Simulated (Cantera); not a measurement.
A closed system holds: 1 mol SiH2Cl2, 61 mol N2, 0.26 mol NH3, at 848 K and 0.133 bar.

Method: chemical equilibrium by Gibbs-energy minimisation in Cantera with the NASA 1993 tables (ideal gas, pure condensed phases). Candidate condensed phases: NH4Cl, Si, Si3N4; 28 gas species. Rates play no part.

Base state: N2 0.964, HCl 0.0255, H2 0.00937, SiCl4 0.00158 (mole fractions); condensed: Si3N4(s).

Task: What changes in the equilibrium state with this change: temperature from 848 K to 1775 K?

Result: 
```
species         before    after
-------------  -------  -------
N2               0.964    0.962
HCl             0.0255   0.0160
H2             0.00937   0.0140
SiCl2            <1e-9  0.00746
H                <1e-9  9.37e-5
Cl               <1e-9  8.24e-5
Si3N4(s), mol    0.300    0.171
```
The tables' values for SiCl3, SiCl are old estimates; treat these amounts as uncertain.

Task: What changes in the equilibrium state with this change: N2 from 61 to 0.95 mol?

Result: 
```csv
species,before,after
H2,0.00937,0.343
HCl,0.0255,0.339
N2,0.964,0.219
SiCl4,0.00158,0.0994
SiHCl3,9.43e-7,0.000163
NH3,2.24e-7,2.36e-5
"Si3N4(s), mol",0.300,0.243
```

Task: What changes in the equilibrium state with this change: N2 from 61 to 0.42 mol?

Result: 
| species | before | after |
|---|---|---|
| H2 | 0.00937 | 0.473 |
| HCl | 0.0255 | 0.336 |
| SiCl4 | 0.00158 | 0.146 |
| N2 | 0.964 | 0.0440 |
| SiHCl3 | 9.43e-7 | 0.000334 |
| NH3 | 2.24e-7 | 1.72e-5 |
| Si3N4(s), mol | 0.300 | 0.227 |
